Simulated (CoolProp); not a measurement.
Model: reference Helmholtz-energy equation of state, Lemmon 2006, in CoolProp. It is a short technical equation, of lower accuracy than the large ones.

Problem. For acetone, give the phase and the cp (kJ/(kg K)), speed of sound (m/s) at 457.2 K and 0.06 MPa; 441.9 K and 0.0122 MPa; 368 K and 3.15 MPa.

Solution. 
- 457.2 K and 0.06 MPa: gas; cp 1.76, speed of sound 265
- 441.9 K and 0.0122 MPa: gas; cp 1.71, speed of sound 262
- 368 K and 3.15 MPa: liquid; cp 2.35, speed of sound 877
